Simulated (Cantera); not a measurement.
Feed: 1 mol Fe3O4, 2.3 mol CH4, 10 mol H2, at 12.0 mbar.

Method: chemical equilibrium by Gibbs-energy minimisation in Cantera with the NASA 1993 tables (ideal gas, pure condensed phases). Candidate condensed phases: C, C6H6, C7H8, C8H18, Fe, Fe(CO)5, FeO, Fe(OH)2, Fe(OH)3, Fe2O3, Fe3O4, H2O; 114 gas species. Kinetics and transport are ignored.

Problem. Which condensed phases are stable at each of these points (T (°C)): 852, 902, 952, 1002, 1052, 1102, 1152, 1202, 1252, 1302, 1352, 1402?

Solution. 
| T (°C) | condensed phases | Fe condensed (%) |
|---|---|---|
| 852 | Fe(α) | 100.0 |
| 902 | Fe(α) | 100.0 |
| 952 | Fe(γ) | 100.0 |
| 1002 | Fe(γ) | 100.0 |
| 1052 | Fe(γ) | 100.0 |
| 1102 | Fe(γ) | 100.0 |
| 1152 | Fe(γ) | 100.0 |
| 1202 | Fe(γ) | 100.0 |
| 1252 | Fe(γ) | 100.0 |
| 1302 | Fe(γ) | 100.0 |
| 1352 | Fe(γ) | 99.9 |
| 1402 | Fe(δ) | 99.8 |

From 852 °C to 902 °C the condensed part is Fe(α). From 952 °C to 1352 °C the condensed part is Fe(γ). At 1402 °C the condensed part is Fe(δ).
